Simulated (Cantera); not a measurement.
A perfectly stirred reactor is fed with CH₄ : O₂ : N₂ : H₂O = 1 : 2.47 : 9.28 : 2.6 (molar parts), equivalence ratio 0.81, at 6.90 bar; it is adiabatic with a 450 K inlet, and is followed from long to short residence time, starting on the burning branch (τ in s: 0.31, 0.12, 0.043, 0.016, 0.0058, 0.0021, 0.00078, 0.00029, 0.00011, 3.9e-05).

Detailed kinetics in Cantera: GRI-Mech 3.0 (53 species, 325 reactions).

Task: What does this change do: O2 2.47 to 3.6 parts?

Result: 
```
quantity                                                                        before                                 after
------------------------------------------------  ------------------------------------  ------------------------------------
blow-out, bracketed by the residence times tried  burning at 0.290 ms, out at 0.110 ms  burning at 0.780 ms, out at 0.290 ms
x(CH₄) at τ = 0.310 s                                                          1.83e-6                               1.98e-6
x(O₂) at τ = 0.310 s                                                            0.0305                                0.0970
x(H₂O) at τ = 0.310 s                                                            0.299                                 0.279
x(CH₂CO) at τ = 0.310 s                                                       8.97e-11                              9.83e-11
x(CO) at τ = 0.310 s                                                           6.76e-5                               2.90e-5
x(CH₄) at τ = 2.10 ms                                                          9.73e-5                              0.000127
x(O₂) at τ = 2.10 ms                                                            0.0316                                0.0979
x(H₂O) at τ = 2.10 ms                                                            0.298                                 0.278
x(CH₂CO) at τ = 2.10 ms                                                        1.86e-7                               3.02e-7
x(CO) at τ = 2.10 ms                                                           0.00160                               0.00145
```

Task: What does this change do: pressure from 6.90 bar to 5.00 bar?

Result: 
```json
[
 {"quantity": "blow-out, bracketed by the residence times tried", "before": "burning at 0.290 ms, out at 0.110 ms", "after": "burning at 0.290 ms, out at 0.110 ms"},
 {"quantity": "x(CH₄) at τ = 0.310 s", "before": "1.83e-6", "after": "2.22e-6"},
 {"quantity": "x(O₂) at τ = 0.310 s", "before": "0.0305", "after": "0.0305"},
 {"quantity": "x(H₂O) at τ = 0.310 s", "before": "0.299", "after": "0.299"},
 {"quantity": "x(CH₂CO) at τ = 0.310 s", "before": "8.97e-11", "after": "1.19e-10"},
 {"quantity": "x(CO) at τ = 0.310 s", "before": "6.76e-5", "after": "8.33e-5"},
 {"quantity": "x(CH₄) at τ = 2.10 ms", "before": "9.73e-5", "after": "0.000101"},
 {"quantity": "x(O₂) at τ = 2.10 ms", "before": "0.0316", "after": "0.0318"},
 {"quantity": "x(H₂O) at τ = 2.10 ms", "before": "0.298", "after": "0.297"},
 {"quantity": "x(CH₂CO) at τ = 2.10 ms", "before": "1.86e-7", "after": "1.69e-7"},
 {"quantity": "x(CO) at τ = 2.10 ms", "before": "0.00160", "after": "0.00187"}
]
```
